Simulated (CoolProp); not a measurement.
Values from CoolProp's reference Helmholtz-energy equation of state, Lemmon 2006. It is a short technical equation, of lower accuracy than the large ones.

Problem. For carbonyl sulfide, give the phase and the density (kg/m³), isothermal compressibility (1/MPa), expansivity (1/kK) at 363 K and 69.2 bar; 528.2 K and 69.2 bar.

Solution. 
- 363 K and 69.2 bar: liquid; density 773, isothermal compressibility 0.0230, expansivity 7.67
- 528.2 K and 69.2 bar: supercritical; density 108, isothermal compressibility 0.164, expansivity 2.98
